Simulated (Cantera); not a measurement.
A perfectly stirred reactor is fed with CO : H₂ : O₂ : N₂ = 1 : 0.2 : 0.5 : 1.88 (molar parts), at 1000000 Pa; it is adiabatic with a 823 K inlet, and is followed from long to short residence time, starting on the burning branch (τ in s: 0.043, 0.019, 0.008, 0.0034, 0.0015, 0.00063, 0.00027, 0.00012, 5e-05, 2.2e-05, 9.3e-06, 4e-06).

Cantera simulation using GRI-Mech 3.0 (53 species, 325 reactions); the numbers are that mechanism's predictions, not measurements. The hydrogen kinetics of GRI-Mech 3.0 are dated; newer H2 mechanisms differ, most at raised pressure.

One state of this run: T (K) = 2722; x CO = 0.0873; x H₂ = 0.00319; x O₂ = 0.00879; x H₂O₂ = 1.87e-7; x O = 0.00120. x: mole fraction; the columns are a selection and need not sum to one.

Question: Which value of τ (s) does it belong to?
A) 0.019
B) 0.00027
C) 0.00012
D) 0.0015

Answer: A, 0.019
